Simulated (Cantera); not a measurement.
Cantera run, input and output.

```python
import numpy as np
import cantera as ct

gas = ct.Solution("gri30.yaml")
gas.TPX = 1600, 880000, {'CH4': 1, 'CO': 0.89, 'O2': 1.11, 'N2': 3.78}
reactor = ct.IdealGasReactor(gas, energy="on", clone=False)
net = ct.ReactorNet([reactor])
net.rtol, net.atol = 1e-08, 1e-16
show = ['CH4', 'CO', 'O2', 'H2', 'N2O']
times = np.geomspace(4e-06, 3, 15)

steps = ct.SolutionArray(gas, extra=["t"])
rows = []
print(f"{'t/s':>10s}{'T/K':>9s}{'P/Pa':>11s}" + "".join(f"{s:>11s}" for s in show))
for t in times:
    while net.time < t:
        t_next = net.step()
        steps.append(gas.state, t=t_next)
    rows.append([np.interp(t, steps.t, y) for y in (steps.T, steps.P, *steps(*show).X.T)])
    print(f"{t:10.3e}{rows[-1][0]:9.1f}{rows[-1][1]:11.4g}" + "".join(f"{x:11.3e}" for x in rows[-1][2:]))
rate = np.gradient(steps.T, steps.t)
print("integrator steps:", len(steps.t))
if steps.T.max() > steps.T[0] + 200:
    print(f"time of steepest temperature rise: {steps.t[rate.argmax()]:.4e} s")
gas.TPX = 1600, 880000, {'CH4': 1, 'CO': 0.89, 'O2': 1.11, 'N2': 3.78}
gas.equilibrate("UV")
print(f"equilibrium (UV): T = {gas.T:.1f} K  " + "  ".join(f"{s} {gas[s].X[0]:.3e}" for s in show))
```

It prints:

```
       t/s      T/K       P/Pa        CH4         CO         O2         H2        N2O
 4.000e-06   1599.9    8.8e+05  1.474e-01  1.313e-01  1.637e-01  8.705e-06  7.858e-11
 1.051e-05   1600.2  8.802e+05  1.472e-01  1.312e-01  1.636e-01  3.799e-05  2.876e-10
 2.763e-05   1603.8  8.821e+05  1.463e-01  1.311e-01  1.631e-01  2.187e-04  1.250e-09
 7.261e-05   1630.7  8.971e+05  1.412e-01  1.312e-01  1.599e-01  1.646e-03  8.288e-09
 1.908e-04   2956.3  1.855e+06  8.277e-10  2.155e-01  7.816e-05  1.268e-01  1.266e-07
 5.015e-04   2955.9  1.854e+06  8.319e-10  2.155e-01  7.783e-05  1.269e-01  1.316e-07
 1.318e-03   2955.9  1.854e+06  8.319e-10  2.155e-01  7.782e-05  1.269e-01  1.316e-07
 3.464e-03   2955.9  1.854e+06  8.319e-10  2.155e-01  7.782e-05  1.269e-01  1.316e-07
 9.104e-03   2955.9  1.854e+06  8.319e-10  2.155e-01  7.782e-05  1.269e-01  1.316e-07
 2.393e-02   2955.9  1.854e+06  8.319e-10  2.155e-01  7.782e-05  1.269e-01  1.316e-07
 6.288e-02   2955.9  1.854e+06  8.319e-10  2.155e-01  7.782e-05  1.269e-01  1.316e-07
 1.653e-01   2955.9  1.854e+06  8.319e-10  2.155e-01  7.782e-05  1.269e-01  1.316e-07
 4.343e-01   2955.9  1.854e+06  8.319e-10  2.155e-01  7.782e-05  1.269e-01  1.316e-07
 1.141e+00   2955.9  1.854e+06  8.319e-10  2.155e-01  7.782e-05  1.269e-01  1.316e-07
 3.000e+00   2955.9  1.854e+06  8.319e-10  2.155e-01  7.782e-05  1.269e-01  1.316e-07
integrator steps: 1877
time of steepest temperature rise: 1.2233e-04 s
equilibrium (UV): T = 2955.9 K  CH4 9.286e-10  CO 2.155e-01  O2 7.782e-05  H2 1.269e-01  N2O 1.316e-07
```

Detailed kinetics in Cantera: GRI-Mech 3.0 (53 species, 325 reactions).
